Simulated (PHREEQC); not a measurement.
A made-up water analysis in mg/L, 25 °C, pH 6.62, pe 2.4: Na 35.3; K 83.1; Ca 60; Mg 25.8; Cl 78; S(6) as SO4 16.8; Alkalinity as HCO3 386; Fe(2) 2.83; Li 0.0621.

Na is adjusted to close the charge balance.
Valence states are taken as typed.

Model: ion-association model, phreeqc.dat, run in PHREEQC.

| Quantity | Result |
|---|---|
| ionic strength | 0.0113 mol/kgw |
| specific conductance | 887 µS/cm |

| species | molality | activity | log γ |
|---|---|---|---|
| HCO3- | 0.00618 | 0.00557 | -0.046 |
| CO2 | 0.00299 | 0.00300 | 0.001 |
| Cl- | 0.00220 | 0.00197 | -0.048 |
| K+ | 0.00213 | 0.00190 | -0.048 |
| Na+ | 0.00152 | 0.00137 | -0.046 |
| Ca+2 | 0.00141 | 0.000925 | -0.182 |
| Mg+2 | 0.000999 | 0.000661 | -0.179 |
| SO4-2 | 0.000143 | 9.33e-5 | -0.185 |
| CaHCO3+ | 7.28e-5 | 6.57e-5 | -0.045 |
| MgHCO3+ | 4.80e-5 | 4.30e-5 | -0.047 |
| Fe+2 | 3.52e-5 | 2.33e-5 | -0.179 |
| CaSO4 | 1.53e-5 | 1.54e-5 | 0.001 |
| FeHCO3+ | 1.45e-5 | 1.30e-5 | -0.047 |
| MgSO4 | 1.44e-5 | 1.45e-5 | 0.001 |

No solid was allowed to form. Examples of supersaturated solids here: Siderite. Others may be too.
